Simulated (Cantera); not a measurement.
# Ammonia decomposition in nitride growth gas

A perfectly stirred reactor is fed with NH3 : H2 = 1 : 10 (molar parts), at 1.20 bar; it is held at 1625 K, and followed from long to short residence time.

Cantera simulation using the gas-phase N/H chemistry of the illustrative SiF4/NH3 mechanism in the Surface Chemkin manual (1991); the numbers are that mechanism's predictions, not measurements. Walls and surfaces, which speed up NH3 decomposition in real reactors, are not modelled.

| τ (s) | x NH3 | x H2 | x N2H2 | x N | x H | x NH2 |
|---|---|---|---|---|---|---|
| 17 | 0.0655 | 0.923 | 3.73e-9 | 1.25e-9 | 5.87e-5 | 1.01e-5 |
| 2.3 | 0.0852 | 0.912 | 6.20e-9 | 1.57e-9 | 5.72e-5 | 1.29e-5 |
| 0.32 | 0.0900 | 0.910 | 6.80e-9 | 1.61e-9 | 5.66e-5 | 1.36e-5 |
| 0.043 | 0.0908 | 0.909 | 6.27e-9 | 1.42e-9 | 5.41e-5 | 1.31e-5 |
| 0.0058 | 0.0909 | 0.909 | 3.10e-9 | 5.36e-10 | 3.90e-5 | 9.44e-6 |
| 0.00078 | 0.0909 | 0.909 | 1.58e-10 | 7.58e-12 | 9.43e-6 | 2.28e-6 |
| 0.00011 | 0.0909 | 0.909 | 3.03e-12 | <1e-12 | 1.36e-6 | 3.31e-7 |
x: mole fraction; the columns are a selection and need not sum to one.
